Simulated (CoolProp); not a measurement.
Properties of R1233zd(E) at several states.

Computed with CoolProp (reference Helmholtz-energy equation of state, Akasaka 2022).

```json
[
 {"T (°C)": "-73.95", "p (kPa)": "8010", "phase": "liquid", "density (kg/m³)": "1488", "cp (kJ/(kg K))": "…", "speed of sound (m/s)": "…", "Joule-Thomson coefficient (K/MPa)": "-0.4913", "fugacity coefficient": "…"},
 {"T (°C)": "-80.05", "p (kPa)": "14.4", "phase": "liquid", "density (kg/m³)": "1491", "cp (kJ/(kg K))": "1.003", "speed of sound (m/s)": "1120", "Joule-Thomson coefficient (K/MPa)": "-0.4931", "fugacity coefficient": "0.01619"},
 {"T (°C)": "146.65", "p (kPa)": "8910", "phase": "liquid", "density (kg/m³)": "…", "cp (kJ/(kg K))": "…", "speed of sound (m/s)": "…", "Joule-Thomson coefficient (K/MPa)": "0.3689", "fugacity coefficient": "0.2658"},
 {"T (°C)": "-73.95", "p (kPa)": "21.8", "phase": "liquid", "density (kg/m³)": "1479", "cp (kJ/(kg K))": "1.012", "speed of sound (m/s)": "1095", "Joule-Thomson coefficient (K/MPa)": "…", "fugacity coefficient": "0.01932"}
]
```

Task: What belongs in the gaps?

Result: 
- -73.95, cp (kJ/(kg K)): 1.008
- -73.95, speed of sound (m/s): 1124
- -73.95, fugacity coefficient: 8.036e-5
- 146.65, density (kg/m³): 964.6
- 146.65, cp (kJ/(kg K)): 1.429
- 146.65, speed of sound (m/s): 357.4
- -73.95, Joule-Thomson coefficient (K/MPa): -0.4847
